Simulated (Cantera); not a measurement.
Cantera with NASA thermochemical tables; ideal gases at 1 bar, condensed phases pure. Values are per mole of reaction as written; species without (g) are pure solids or liquids, kept so even where they would boil at 1 bar.

**Question.** Between 2023 and 2523 K, where is each reaction favourable under standard conditions?
- Cr2O3 + 3 NO2(g) = 3 NO(g) + 2 CrO3(g)

**Answer.** 
- Cr2O3 + 3 NO2(g) = 3 NO(g) + 2 CrO3(g): ΔG° is 33 kJ at 2023 K and -123 kJ at 2523 K; it changes sign between 2123 and 2223 K. ΔH° is 651 kJ and ΔS° 307 J/K at 2523 K.
